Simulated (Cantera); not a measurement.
Cantera run, input and output.

```python
import numpy as np
import cantera as ct

gas = ct.Solution("gri30.yaml")


def delay(T, t_max=10):
    gas.TPX = T, 101325, {'CH4': 1, 'CO': 0.69, 'O2': 1.67, 'N2': 6.3}
    reactor = ct.IdealGasConstPressureReactor(gas, clone=False)
    net = ct.ReactorNet([reactor])
    net.rtol, net.atol = 1e-8, 1e-16
    while net.time < t_max:
        t_old, T_old = net.time, reactor.T
        net.step()
        if reactor.T > T + 400:  # ignition: a rise of 400 K
            return t_old + (T + 400 - T_old) / (reactor.T - T_old) * (net.time - t_old)
    return np.nan


taus = []
for T in [1425, 1500, 1575, 1650, 1725]:
    taus.append(delay(T))
    print(f"T0 = {T:6g} K   tau = {taus[-1]:.4e} s")

# d ln(tau) / d ln(k), from doubling and halving each rate constant
T, sens = 1425, []
for i in range(gas.n_reactions):
    gas.set_multiplier(2.0, i)
    up = delay(T)
    gas.set_multiplier(0.5, i)
    down = delay(T)
    gas.set_multiplier(1.0, i)
    sens.append((np.log(up / down) / np.log(4.0), gas.reaction(i).equation))
sens.sort(key=lambda x: -abs(x[0]))
print(f"sensitivities at {T} K")
for s, eq in sens[:10]:
    print(f"{s:8.3f}  {eq}")
```

It prints:

```
T0 =   1425 K   tau = 3.4140e-03 s
T0 =   1500 K   tau = 1.4392e-03 s
T0 =   1575 K   tau = 6.7304e-04 s
T0 =   1650 K   tau = 3.4751e-04 s
T0 =   1725 K   tau = 1.9545e-04 s
sensitivities at 1425 K
  -0.511  CH3 + O2 <=> CH3O + O
   0.504  2 CH3 (+M) <=> C2H6 (+M)
  -0.370  H + O2 <=> O + OH
  -0.297  CH3 + O2 <=> CH2O + OH
   0.293  CH4 + H <=> CH3 + H2
  -0.211  CH3 + HO2 <=> CH3O + OH
  -0.157  CH2O + O2 <=> HCO + HO2
   0.149  CH4 + OH <=> CH3 + H2O
   0.135  CO + HO2 <=> CO2 + OH
  -0.119  2 CH3 <=> C2H5 + H
```

Model: GRI-Mech 3.0 (53 species, 325 reactions), integrated in Cantera.
